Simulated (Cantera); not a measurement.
A Cantera script and its output.

```python
import numpy as np
import cantera as ct

gas = ct.Solution("gri30.yaml")
gas.TPX = 1225, 75000, {'H2': 1.3, 'O2': 1, 'N2': 3.7}
inlet = ct.Reservoir(gas, clone=True)

reactor = ct.IdealGasConstPressureReactor(gas, energy="off", clone=False)
exhaust = ct.Reservoir(gas, clone=True)
tau = [1.5, 0.66, 0.29, 0.13, 0.056, 0.024, 0.011, 0.0047][0]
for a, b in ((inlet, reactor), (reactor, exhaust)):
    ct.MassFlowController(a, b, mdot=lambda t: reactor.mass / tau)
net = ct.ReactorNet([reactor])
show = ['H2', 'O2', 'OH', 'NO', 'N2O']

rows = []
print(f"{'tau/s':>10s}{'T/K':>9s}" + "".join(f"{s:>11s}" for s in show))
for tau in [1.5, 0.66, 0.29, 0.13, 0.056, 0.024, 0.011, 0.0047]:
    net.initial_time = 0.0
    net.advance(30 * tau)
    before = gas.X
    net.advance(40 * tau)
    drift = np.max(np.abs(gas.X - before) / (gas.X + 1e-9))
    rows.append([gas.T, *gas[show].X, drift])
    print(f"{tau:10.3e}{gas.T:9.1f}" + "".join(f"{x:11.3e}" for x in gas[show].X))
```

Result:

```
     tau/s      T/K         H2         O2         OH         NO        N2O
 1.500e+00   1225.0  1.143e-04  6.544e-02  1.067e-04  3.149e-07  6.677e-07
 6.600e-01   1225.0  1.992e-04  6.546e-02  1.387e-04  2.658e-07  6.353e-07
 2.900e-01   1225.0  3.453e-04  6.551e-02  1.815e-04  2.241e-07  5.704e-07
 1.300e-01   1225.0  5.847e-04  6.560e-02  2.379e-04  2.010e-07  4.954e-07
 5.600e-02   1225.0  1.001e-03  6.575e-02  3.198e-04  2.044e-07  4.159e-07
 2.400e-02   1225.0  1.692e-03  6.601e-02  4.365e-04  2.495e-07  3.403e-07
 1.100e-02   1225.0  2.703e-03  6.640e-02  5.870e-04  3.452e-07  2.770e-07
 4.700e-03   1225.0  4.440e-03  6.709e-02  8.165e-04  5.361e-07  2.162e-07
```

Detailed kinetics in Cantera: GRI-Mech 3.0 (53 species, 325 reactions). The temperature is held fixed by assumption; the heat of reaction is taken as removed at once.
